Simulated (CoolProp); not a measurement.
1,2-dichloroethane along the isobar 256 bar: Z from the reference equation and from simpler models built on Tc = 561.6 K, pc = 52.26 bar, ω = 0.269; each cubic takes its own stable root.

Model: reference Helmholtz-energy equation of state, Thol 2015, in CoolProp.

```csv
T (K),phase,reference
365.1,liquid,0.7075
377.4,liquid,0.6945
389.7,liquid,0.6826
401.9,liquid,0.6721
414.2,liquid,0.6625
426.4,liquid,0.6541
438.7,liquid,0.6465
451,liquid,0.6398
463.2,liquid,0.6341
475.5,liquid,0.6292
487.7,liquid,0.6252
500,liquid,0.6219
```

Question: How far does each simpler model (van der Waals, Peng-Robinson) lie from the reference over these 12 states: mean and median of the absolute difference, and the worst?

Answer: 
- van der Waals: mean 57.8 %, median 58.0 %, worst +63.5 % at 365.1 K and 256 bar
- Peng-Robinson: mean 0.3 %, median 0.4 %, worst -0.5 % at 463.2 K and 256 bar
